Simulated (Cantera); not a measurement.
**Ammonia decomposition in nitride growth gas**

An isothermal, constant-pressure homogeneous reactor starts with NH3 : N2 = 1 : 0.31 (molar parts), at 1325 K and 42000 Pa.

Cantera simulation using the gas-phase N/H chemistry of the illustrative SiF4/NH3 mechanism in the Surface Chemkin manual (1991); the numbers are that mechanism's predictions, not measurements. Walls and surfaces, which speed up NH3 decomposition in real reactors, are not modelled.

| t (s) | x NH3 | x NH | x N | x N2 | x N2H4 | x H2 | x N2H2 |
|---|---|---|---|---|---|---|---|
| 2.00e-6 | 0.763 | <1e-12 | <1e-12 | 0.237 | <1e-12 | 5.59e-11 | <1e-12 |
| 1.75e-5 | 0.763 | <1e-12 | <1e-12 | 0.237 | <1e-12 | 7.73e-10 | <1e-12 |
| 0.000154 | 0.763 | <1e-12 | <1e-12 | 0.237 | <1e-12 | 7.10e-9 | <1e-12 |
| 0.00135 | 0.763 | 1.31e-12 | <1e-12 | 0.237 | 9.53e-12 | 6.26e-8 | 9.32e-12 |
| 0.0118 | 0.763 | 1.28e-10 | <1e-12 | 0.237 | 1.03e-9 | 5.74e-7 | 1.57e-9 |
| 0.104 | 0.763 | 4.90e-9 | <1e-12 | 0.237 | 5.14e-8 | 1.98e-5 | 8.23e-8 |
| 0.910 | 0.763 | 6.69e-9 | 3.24e-12 | 0.237 | 7.27e-8 | 0.000456 | 1.16e-7 |
| 7.98 | 0.758 | 7.17e-9 | 2.40e-11 | 0.237 | 7.06e-8 | 0.00427 | 1.13e-7 |
| 70.0 | 0.723 | 7.42e-9 | 7.78e-11 | 0.243 | 5.78e-8 | 0.0339 | 9.07e-8 |
x: mole fraction; the columns are a selection and need not sum to one.

Equilibrium at this temperature and pressure: NH3 1.44e-5, NH <1e-12, N <1e-12, N2 0.351, N2H4 <1e-12, H2 0.649, N2H2 <1e-12 (gas phase only).
